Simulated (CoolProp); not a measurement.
Properties of n-butane along the isobar 2.2 MPa (Tc = 425.1 K, pc = 3.796 MPa, ω = 0.201).

Computed with CoolProp (reference Helmholtz-energy equation of state, Bücker 2006).

```
T (K)   phase  speed of sound (m/s)  Joule-Thomson coefficient (K/MPa)  conductivity (mW/(m K))  Prandtl number  fugacity coefficient
-----  ------  --------------------  ---------------------------------  -----------------------  --------------  --------------------
173.1  liquid                  1603                            -0.5473                      163            9.98              8.446e-5
191    liquid                  1501                            -0.5297                      155            7.70                     ?
208.8  liquid                  1402                            -0.5073                      146               ?              0.001880
226.7  liquid                  1304                            -0.4795                      138            5.39              0.005841
244.6  liquid                     ?                            -0.4458                      130            4.75                     ?
262.4  liquid                  1112                            -0.4053                      122            4.30               0.03262
280.3  liquid                  1017                                  ?                      114            3.97                     ?
298.2  liquid                 922.7                            -0.2953                      106            3.71                0.1115
```

**Question.** Some entries are withheld; supply them.

**Answer.** 
- 191, fugacity coefficient: 0.0004734
- 208.8, Prandtl number: 6.31
- 244.6, speed of sound (m/s): 1207
- 244.6, fugacity coefficient: 0.01493
- 280.3, Joule-Thomson coefficient (K/MPa): -0.3560
- 280.3, fugacity coefficient: 0.06338

Viscosity comes from a separate model (Vogel 1999). Thermal conductivity comes from a separate model (Perkins 2002).
